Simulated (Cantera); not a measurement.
A closed system holds: 1 mol Mg(OH)2, 2.8 mol H2, 3.2 mol CO2, held at 3080 Torr.

Method: chemical equilibrium by Gibbs-energy minimisation in Cantera with the NASA 1993 tables (ideal gas, pure condensed phases). Candidate condensed phases: C, C6H6, C7H8, C8H18, H2O, Mg, MgCO3, MgO, Mg(OH)2; 116 gas species. The numbers say what is thermodynamically allowed, not how fast it happens. All values below are at 1075 °C.

Base state: H2O 0.366, CO2 0.234, CO 0.223, H2 0.177 (mole fractions); condensed: MgO(s).

Task: What changes in the equilibrium state with this change: CO2 from 3.2 to 0.11 mol?

Result: 
| species | before | after |
|---|---|---|
| H2 | 0.177 | 0.693 |
| H2O | 0.366 | 0.279 |
| CO | 0.223 | 0.0233 |
| CO2 | 0.234 | 0.00480 |
| CH4 | 1.94e-6 | 1.59e-5 |
| MgO(s), mol | 1.00 | 1.00 |
